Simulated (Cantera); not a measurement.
An isothermal, constant-pressure homogeneous reactor starts with CH4 : CO2 = 1 : 4.1 (molar parts), at 1775 K and 750 Torr.

Model: GRI-Mech 3.0 (53 species, 325 reactions), integrated in Cantera.

x: mole fraction; the columns are a selection and need not sum to one.

```
t (s)          x CH4       x CO2       x CH2      x C2H4        x OH
--------  ----------  ----------  ----------  ----------  ----------
2.00e-5        0.196       0.804     2.82e-8     5.06e-6     1.00e-7
6.32e-5        0.194       0.803     1.72e-7    0.000127     1.85e-7
0.000200       0.188       0.801     5.90e-7     0.00180     5.91e-7
0.000632       0.158       0.779     8.34e-7     0.00833     1.92e-6
0.00200        0.106       0.709     5.90e-7     0.00450     3.89e-6
0.00632       0.0472       0.570     5.99e-7     0.00123     8.48e-6
0.0200    (withheld)  (withheld)  (withheld)  (withheld)  (withheld)
0.0632       0.00523       0.328     2.95e-7     7.67e-5     1.49e-5
0.200        0.00226       0.265     5.86e-8     1.45e-5     1.12e-5
0.632     (withheld)       0.250    6.12e-10  (withheld)     1.05e-5
2.00        5.27e-10       0.250      <1e-12      <1e-12     1.10e-5
6.32        5.27e-10       0.250      <1e-12      <1e-12     1.10e-5
20.0        5.27e-10       0.250      <1e-12      <1e-12     1.10e-5
63.2        5.27e-10       0.250      <1e-12      <1e-12     1.10e-5
200         5.27e-10       0.250      <1e-12      <1e-12     1.10e-5
```

### Question
What belongs in the gaps?

### Answer

- 0.0200, x CH4: 0.00955
- 0.0200, x CO2: 0.420
- 0.0200, x CH2: 7.04e-7
- 0.0200, x C2H4: 0.000203
- 0.0200, x OH: 1.76e-5
- 0.632, x CH4: 3.76e-5
- 0.632, x C2H4: 4.42e-8
